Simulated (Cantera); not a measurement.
**Thermal oxidation and active oxidation of silicon: Si + CO2 + N2**

Feed: 1 mol Si, a varied amount of CO2, 94 mol N2, equilibrated at 1175 °C and 1.40 mbar.

These are equilibrium values from Cantera (NASA tables, ideal gas, pure condensed phases), not measurements of a reactor. Candidate condensed phases: C, Si, SiC, SiO2, Si2N2O, Si3N4; 34 gas species. N2 is the only nitrogen source here; it is nearly inert below about 1500 K, so the nitride shown seldom forms there in practice. Mutual solubility and eutectic melting of coexisting phases are not modelled. The tables hold silica as quartz up to 1696 K and as liquid above; real silica turns to tridymite and cristobalite and melts near 1996 K. Kinetics and transport are ignored.

From 0.14 mol CO2 to 0.21 mol CO2 the condensed part is SiC(s) + Si2N2O(s) + Si3N4(s). From 0.26 mol CO2 to 0.47 mol CO2 the condensed part is SiC(s) + Si2N2O(s). At 0.57 mol CO2 the condensed part is Si2N2O(s). From 0.69 mol CO2 to 1.5 mol CO2 the condensed part is SiO2(β-quartz) + Si2N2O(s). The main Si-bearing gas is SiO throughout.

| n(CO2) (mol) | x N2 | x CO | x SiO | x CO2 | x Si | x SiN | n SiC(s) | n Si2N2O(s) | n Si3N4(s) | n SiO2(β-quartz) |
|---|---|---|---|---|---|---|---|---|---|---|
| 0.14 | 1.000 | 0.000317 | 3.79e-5 | 1.32e-12 | 1.08e-7 | 6.52e-9 | 0.110 | 0.247 | 0.131 | 0 |
| 0.17 | 1.000 | 0.000317 | 3.79e-5 | 1.32e-12 | 1.08e-7 | 6.52e-9 | 0.140 | 0.307 | 0.0809 | 0 |
| 0.21 | 1.000 | 0.000317 | 3.79e-5 | 1.32e-12 | 1.08e-7 | 6.52e-9 | 0.180 | 0.387 | 0.0142 | 0 |
| 0.26 | 0.999 | 0.00105 | 5.65e-5 | 9.66e-12 | 7.24e-8 | 4.37e-9 | 0.162 | 0.416 | 0 | 0 |
| 0.31 | 0.998 | 0.00193 | 6.93e-5 | 2.68e-11 | 5.90e-8 | 3.57e-9 | 0.129 | 0.432 | 0 | 0 |
| 0.38 | 0.997 | 0.00317 | 8.17e-5 | 6.11e-11 | 5.01e-8 | 3.02e-9 | 0.0826 | 0.455 | 0 | 0 |
| 0.47 | 0.995 | 0.00476 | 9.37e-5 | 1.20e-10 | 4.38e-8 | 2.64e-9 | 0.0229 | 0.484 | 0 | 0 |
| 0.57 | 0.992 | 0.00605 | 0.00148 | 3.83e-8 | 2.77e-9 | 1.67e-10 | 0 | 0.430 | 0 | 0 |
| 0.69 | 0.989 | 0.00729 | 0.00336 | 2.35e-7 | 1.23e-9 | 7.38e-11 | 0 | 0.331 | 0 | 0.0206 |
| 0.84 | 0.988 | 0.00885 | 0.00336 | 2.86e-7 | 1.23e-9 | 7.39e-11 | 0 | 0.280 | 0 | 0.120 |
| 1 | 0.986 | 0.0105 | 0.00336 | 3.39e-7 | 1.23e-9 | 7.39e-11 | 0 | 0.227 | 0 | 0.227 |
| 1.2 | 0.984 | 0.0126 | 0.00337 | 4.06e-7 | 1.23e-9 | 7.39e-11 | 0 | 0.160 | 0 | 0.360 |
| 1.5 | 0.981 | 0.0157 | 0.00337 | 5.05e-7 | 1.23e-9 | 7.39e-11 | 0 | 0.0591 | 0 | 0.559 |
x: gas mole fraction; n: condensed amount in mol.
